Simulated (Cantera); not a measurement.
# Adiabatic ignition

An adiabatic, constant-volume homogeneous reactor starts with CH3OH : O2 : N2 = 1 : 4.05 : 15.2 (molar parts), equivalence ratio 0.37, at 1800 K and 11.8 atm.

Cantera simulation using GRI-Mech 3.0 (53 species, 325 reactions); the numbers are that mechanism's predictions, not measurements. GRI-Mech 3.0 was tuned for natural gas; its chemistry of methanol as a main component is partial and can be far from experiment. The pressure lies above the range GRI-Mech 3.0 was tuned for (to about 10 atm).

```csv
t (s),T (K),P (bar),x CH3OH,x O2,x C2H,x C2H6,x C2H2,x NO
1.00e-6,1805,12.1,0.0461,0.198,<1e-12,1.32e-6,5.89e-9,7.01e-11
4.68e-6,2461,17.2,<1e-12,0.126,<1e-12,<1e-12,<1e-12,2.38e-5
2.19e-5,2736,18.8,<1e-12,0.119,<1e-12,<1e-12,<1e-12,0.000849
0.000102,2728,18.8,<1e-12,0.118,<1e-12,<1e-12,<1e-12,0.00432
0.000478,2708,18.6,<1e-12,0.113,<1e-12,<1e-12,<1e-12,0.0143
0.00224,2693,18.5,<1e-12,0.110,<1e-12,<1e-12,<1e-12,0.0216
0.0105,2692,18.5,<1e-12,0.109,<1e-12,<1e-12,<1e-12,0.0217
0.0489,2692,18.5,<1e-12,0.109,<1e-12,<1e-12,<1e-12,0.0217
0.229,2692,18.5,<1e-12,0.109,<1e-12,<1e-12,<1e-12,0.0217
1.07,2692,18.5,<1e-12,0.109,<1e-12,<1e-12,<1e-12,0.0217
5.00,2692,18.5,<1e-12,0.109,<1e-12,<1e-12,<1e-12,0.0217
```
x: mole fraction; the columns are a selection and need not sum to one.

- time of steepest temperature rise: 3.72 µs
- temperature at 5.00 s: 2692 K
- equilibrium temperature: 2692 K
- x(CH3OH) at 5.00 s: <1e-12 (gas-phase equilibrium <1e-12)
- x(O2) at 5.00 s: 0.109 (gas-phase equilibrium 0.109)
- x(C2H) at 5.00 s: <1e-12 (gas-phase equilibrium <1e-12)
